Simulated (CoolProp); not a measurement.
Vapour-liquid equilibrium of CHF3 (R23) (1) + R13 (2) at 305 kPa; x and y are mole fractions of (1).

Computed with CoolProp (multi-fluid Helmholtz-energy mixture model, Penoncello 2003 and Platzer 1990; pair parameters Bell 2016). This equation is an older, rougher fit; its heat capacities, sound speeds and derivatives of the liquid may be far off and weren't checked against measurements.

| x | bubble temperature, mixture model (K) | bubble temperature, Raoult's law (K) | y, mixture model | y, Raoult's law |
|---|---|---|---|---|
| 0.05 | 212.9 | 215.0 | 0.127 | 0.056 |
| 0.125 | 210.6 | 214.8 | 0.254 | 0.138 |
| 0.2 | 209.2 | 214.6 | 0.339 | 0.218 |
| 0.275 | 208.3 | 214.4 | 0.400 | 0.298 |
| 0.35 | 207.7 | 214.2 | 0.447 | 0.376 |
| 0.425 | 207.4 | 214.0 | 0.486 | 0.452 |
| 0.5 | 207.3 | 213.8 | 0.522 | 0.527 |
| 0.575 | 207.3 | 213.6 | 0.557 | 0.601 |
| 0.65 | 207.4 | 213.5 | 0.595 | 0.674 |
| 0.725 | 207.7 | 213.3 | 0.640 | 0.746 |
| 0.8 | 208.3 | 213.1 | 0.696 | 0.817 |
| 0.875 | 209.3 | 212.9 | 0.774 | 0.886 |
| 0.95 | 211.0 | 212.8 | 0.889 | 0.955 |

The largest gap from Raoult's law is -6.6 K in bubble temperature, at x = 0.425. y crosses x between x = 0.5 and 0.575: the model has an azeotrope there.

Pair parameters are fitted to limited data, so mixtures are less certain than the pure fluids.
